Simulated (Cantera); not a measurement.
Feed: 1 mol PbO, 620 mol H2, 5.7 mol N2, equilibrated at 1000 K and 255 Torr.

Cantera equilibrium calculation (NASA polynomials, part measured and part estimated; ideal gas, pure solids and liquids). Candidate condensed phases: H2O, Pb, PbO, PbO2, Pb3O4; 27 gas species. Equilibrium is a limit: real reactors are often held back by kinetics, nucleation or transport.

Base state: H2 0.989, N2 0.00910, H2O 0.00160, Pb 4.76e-5, NH3 1.86e-5 (mole fractions); condensed: Pb(l).

Problem. What changes in the equilibrium state with this change: PbO replaced by FeS2?

Solution. 
```tsv
species	before	after
H2	0.989	0.989
N2	0.00910	0.00910
H2S	0	0.00160
H2O	0.00160	0
Pb	4.76e-5	0
NH3	1.86e-5	1.86e-5
Pb(l), mol	0.970	0
FeS(s), mol	0	1.00
```
FeS: taken at fixed stoichiometry. Further candidate phases: Fe, FeS, FeS2, S.
